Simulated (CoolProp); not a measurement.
Model: reference Helmholtz-energy equation of state, Thol 2015, in CoolProp.

Problem. Give the vapour pressure (MPa), liquid density (kg/m³), vapour density (kg/m³), enthalpy of vaporisation (kJ/kg) of saturated 1,2-dichloroethane at 399.3 K.

Solution. 
```csv
T (K),p (MPa),liquid density (kg/m³),vapour density (kg/m³),enthalpy of vaporisation (kJ/kg)
399.3,0.328,1080,10.5,299
```
